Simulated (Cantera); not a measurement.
Cantera with NASA thermochemical tables; ideal gases at 1 bar, condensed phases pure. Values are per mole of reaction as written; species without (g) are pure solids or liquids, kept so even where they would boil at 1 bar.

Question: Between 373 and 623 K, where is each reaction favourable under standard conditions?
- P₄O₁₀ + 5 H₂(g) = 5 H₂O₂(g) + P₄(g)

Answer: 
- P₄O₁₀ + 5 H₂(g) = 5 H₂O₂(g) + P₄(g): ΔG° is 2175 kJ at 373 K and 2045 kJ at 623 K; it stays positive (K < 1). ΔH° is 2351 kJ and ΔS° 491 J/K at 623 K.
